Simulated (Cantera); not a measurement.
Input: 1 mol Si, 2.8 mol H₂, equilibrated at 0.100 bar.

Cantera equilibrium calculation (NASA polynomials, part measured and part estimated; ideal gas, pure solids and liquids). Candidate condensed phases: Si; 9 gas species. Rates play no part. All values below are at 502 °C.

Base state: H₂ 1.00 (mole fractions); condensed: Si(s).

### Question
What changes in the equilibrium state with this change: 0.025 mol Cl₂ added?

### Answer
```
species     before     after
----------  ------  --------
H₂            1.00     0.994
SiCl₄            0   0.00250
SiHCl₃           0   0.00225
HCl              0  0.000716
SiH₂Cl₂          0  0.000156
Si(s), mol    1.00     0.986
```
